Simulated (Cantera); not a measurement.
An adiabatic, constant-volume homogeneous reactor starts with CH3OH : O2 : N2 = 1 : 0.625 : 5.56 (molar parts), equivalence ratio 2.4, at 1475 K and 0.250 bar. Integrator tolerance rtol = 1e-08.

Computed with Cantera and GRI-Mech 3.0 (53 species, 325 reactions). GRI-Mech 3.0 was tuned for natural gas; its chemistry of methanol as a main component is partial and can be far from experiment.

What does this change do: initial temperature 1475 to 1050 K?


| quantity | before | after |
|---|---|---|
| time of steepest temperature rise | 0.956 ms | 0.571 s |
| temperature at 1.00 s | 2331 K | 1971 K |
| equilibrium temperature | 2331 K | 1971 K |
| x(CH3OH) at 1.00 s | <1e-12 (gas-phase equilibrium <1e-12) | <1e-12 (gas-phase equilibrium <1e-12) |
| x(O2) at 1.00 s | 1.82e-5 (gas-phase equilibrium 1.82e-5) | 1.18e-7 (gas-phase equilibrium 1.18e-7) |
| x(H2) at 1.00 s | 0.105 (gas-phase equilibrium 0.105) | 0.111 (gas-phase equilibrium 0.111) |
| x(N2O) at 1.00 s | 4.89e-9 (gas-phase equilibrium 4.89e-9) | 1.68e-10 (gas-phase equilibrium 1.85e-10) |
| x(O) at 1.00 s | 3.70e-5 (gas-phase equilibrium 3.70e-5) | 2.46e-7 (gas-phase equilibrium 2.46e-7) |
| x(CO2) at 1.00 s | 0.0200 (gas-phase equilibrium 0.0200) | 0.0232 (gas-phase equilibrium 0.0232) |

What does this change do: N2 5.56 to 2.3 parts?


| quantity | before | after |
|---|---|---|
| time of steepest temperature rise | 0.956 ms | 0.730 ms |
| temperature at 1.00 s | 2331 K | 2624 K |
| equilibrium temperature | 2331 K | 2624 K |
| x(CH3OH) at 1.00 s | <1e-12 (gas-phase equilibrium <1e-12) | <1e-12 (gas-phase equilibrium <1e-12) |
| x(O2) at 1.00 s | 1.82e-5 (gas-phase equilibrium 1.82e-5) | 0.000268 (gas-phase equilibrium 0.000268) |
| x(H2) at 1.00 s | 0.105 (gas-phase equilibrium 0.105) | 0.162 (gas-phase equilibrium 0.162) |
| x(N2O) at 1.00 s | 4.89e-9 (gas-phase equilibrium 4.89e-9) | 2.39e-8 (gas-phase equilibrium 2.39e-8) |
| x(O) at 1.00 s | 3.70e-5 (gas-phase equilibrium 3.70e-5) | 0.000548 (gas-phase equilibrium 0.000548) |
| x(CO2) at 1.00 s | 0.0200 (gas-phase equilibrium 0.0200) | 0.0289 (gas-phase equilibrium 0.0289) |
